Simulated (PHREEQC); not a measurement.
Solution (20 °C): 8.2 mmol/kgw HF and 28 mmol/kgw KF. Closed to the air; pH follows from the charge balance.

Model: ion-association model, wateq4f.dat, run in PHREEQC.

```json
[
 {"quantity": "pH", "before": "3.66", "after": "4.41"},
 {"quantity": "HF (mol/kgw)", "before": "0.00694", "after": "0.00524"},
 {"quantity": "HF2- (mol/kgw)", "before": "0.000708", "after": "0.00274"},
 {"quantity": "H2F2 (mol/kgw)", "before": "0.000151", "after": "8.83e-5"}
]
```

### Question
Name the change that produced these shifts.
A) KF from 0.028 to 0.14 mol/kgw
B) KF from 0.028 to 0.042 mol/kgw
C) KF left out
D) 0.00035 mol/kgw Na2CO3 added

### Answer
A, KF from 0.028 to 0.14 mol/kgw

Precipitation was switched off in this run.
